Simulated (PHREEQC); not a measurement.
A solution holds 0.2 mol HF and 0.21 mol (CH3)4NF per kg of water, at 25 °C. Closed to the air; pH follows from the charge balance.

All values are PHREEQC results (ion-association model, phreeqc.dat), not measurements.

```csv
quantity,before,after
pH,3.04,8.21
ionic strength (mol/kgw),0.211,0.210
F- (mol/kgw),0.142,0.210
HF (mol/kgw),0.129,1.29e-6
HF2- (mol/kgw),0.0696,1.03e-6
```

Problem. Name the change that produced these shifts.
(A) 0.33 mol/kgw Na2HPO4 added
(B) (CH3)4NF replaced by KHF2 at the same molality
(C) diluted 5-fold with water
(D) HF left out

Solution. D, HF left out

No solid was allowed to form. (CH3)4N+ isn't in the database: it is added as a free cation with an ion size of 4 Å.
